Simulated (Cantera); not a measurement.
Feed: 1 mol Fe(CO)5, 0.08 mol O2, 45 mol H2, held at 1000 Pa.

Equilibrium computed with Cantera from the NASA thermochemical tables; the gas is ideal and each condensed phase is pure. Candidate condensed phases: C, C6H6, C7H8, C8H18, Fe, Fe(CO)5, FeO, Fe(OH)2, Fe(OH)3, Fe2O3, Fe3O4, H2O; 114 gas species. Kinetics and transport are ignored.

x: gas mole fraction; n: condensed amount in mol.

```
T (°C)   x H2    x CO    x H2O       x CH4  n Fe(α)  n Fe(γ)
------  -----  ------  -------  ----------  -------  -------
575     0.893  0.0939  0.00625  (withheld)     1.00        0
625     0.896  0.0978  0.00377  (withheld)     1.00        0
675     0.897  0.0991  0.00300  (withheld)     1.00        0
725     0.897  0.0995  0.00284  (withheld)     1.00        0
775     0.897  0.0996  0.00285  (withheld)     1.00        0
825     0.897  0.0997  0.00289  (withheld)     1.00        0
875     0.897  0.0997  0.00293  (withheld)     1.00        0
925     0.897  0.0998  0.00296  (withheld)        0     1.00
975     0.897  0.0998  0.00299  (withheld)        0    1.000
1025    0.897  0.0998  0.00301  (withheld)        0    1.000
1075    0.897  0.0998  0.00303  (withheld)        0    1.000
1125    0.897  0.0998  0.00304  (withheld)        0    1.000
1175    0.897  0.0999  0.00306  (withheld)        0    1.000
```

Task: Complete the blanks.

Result: 
- 575, x CH4: 0.00505
- 625, x CH4: 0.00151
- 675, x CH4: 0.000396
- 725, x CH4: 0.000101
- 775, x CH4: 2.75e-5
- 825, x CH4: 8.37e-6
- 875, x CH4: 2.81e-6
- 925, x CH4: 1.04e-6
- 975, x CH4: 4.13e-7
- 1025, x CH4: 1.77e-7
- 1075, x CH4: 8.10e-8
- 1125, x CH4: 3.92e-8
- 1175, x CH4: 1.99e-8
